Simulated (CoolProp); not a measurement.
Properties of toluene along the isobar 0.101 MPa (Tc = 591.7 K, pc = 4.126 MPa, ω = 0.266).

The numbers come from the reference Helmholtz-energy equation of state, Lemmon 2006 in CoolProp. It is a short technical equation, of lower accuracy than the large ones.

```json
[
 {"T (K)": "268.3", "phase": "liquid", "Z": "0.004688", "cp (kJ/(kg K))": "1.612", "speed of sound (m/s)": "1434", "Joule-Thomson coefficient (K/MPa)": "-0.5030", "Prandtl number": "9.64", "fugacity coefficient": "0.006568"},
 {"T (K)": "274.2", "phase": "liquid", "Z": "0.004615", "cp (kJ/(kg K))": "1.629", "speed of sound (m/s)": "1407", "Joule-Thomson coefficient (K/MPa)": "-0.4953", "Prandtl number": "9.02", "fugacity coefficient": "0.009616"},
 {"T (K)": "280.1", "phase": "liquid", "Z": "0.004546", "cp (kJ/(kg K))": "1.646", "speed of sound (m/s)": "1381", "Joule-Thomson coefficient (K/MPa)": "-0.4874", "Prandtl number": "[?]", "fugacity coefficient": "[?]"},
 {"T (K)": "286", "phase": "liquid", "Z": "0.004480", "cp (kJ/(kg K))": "1.663", "speed of sound (m/s)": "1355", "Joule-Thomson coefficient (K/MPa)": "-0.4793", "Prandtl number": "8.01", "fugacity coefficient": "0.01949"},
 {"T (K)": "291.9", "phase": "liquid", "Z": "[?]", "cp (kJ/(kg K))": "[?]", "speed of sound (m/s)": "[?]", "Joule-Thomson coefficient (K/MPa)": "-0.4711", "Prandtl number": "7.59", "fugacity coefficient": "0.02705"},
 {"T (K)": "297.8", "phase": "liquid", "Z": "[?]", "cp (kJ/(kg K))": "1.700", "speed of sound (m/s)": "1304", "Joule-Thomson coefficient (K/MPa)": "-0.4626", "Prandtl number": "7.23", "fugacity coefficient": "0.03696"},
 {"T (K)": "303.7", "phase": "liquid", "Z": "0.004300", "cp (kJ/(kg K))": "1.719", "speed of sound (m/s)": "1279", "Joule-Thomson coefficient (K/MPa)": "-0.4540", "Prandtl number": "6.90", "fugacity coefficient": "0.04977"},
 {"T (K)": "309.6", "phase": "liquid", "Z": "0.004245", "cp (kJ/(kg K))": "1.738", "speed of sound (m/s)": "1255", "Joule-Thomson coefficient (K/MPa)": "-0.4451", "Prandtl number": "6.61", "fugacity coefficient": "0.06612"},
 {"T (K)": "315.4", "phase": "liquid", "Z": "0.004194", "cp (kJ/(kg K))": "1.757", "speed of sound (m/s)": "1230", "Joule-Thomson coefficient (K/MPa)": "[?]", "Prandtl number": "6.36", "fugacity coefficient": "0.08631"},
 {"T (K)": "321.3", "phase": "liquid", "Z": "0.004145", "cp (kJ/(kg K))": "1.777", "speed of sound (m/s)": "1206", "Joule-Thomson coefficient (K/MPa)": "-0.4271", "Prandtl number": "6.12", "fugacity coefficient": "0.1119"}
]
```

Problem. Complete the blanks.

Solution. 
- 280.1, Prandtl number: 8.48
- 280.1, fugacity coefficient: 0.01381
- 291.9, Z: 0.004417
- 291.9, cp (kJ/(kg K)): 1.681
- 291.9, speed of sound (m/s): 1330
- 297.8, Z: 0.004357
- 315.4, Joule-Thomson coefficient (K/MPa): -0.4363

Viscosity comes from a separate model (Avgeri 2015). Thermal conductivity comes from a separate model (Assael 2012).
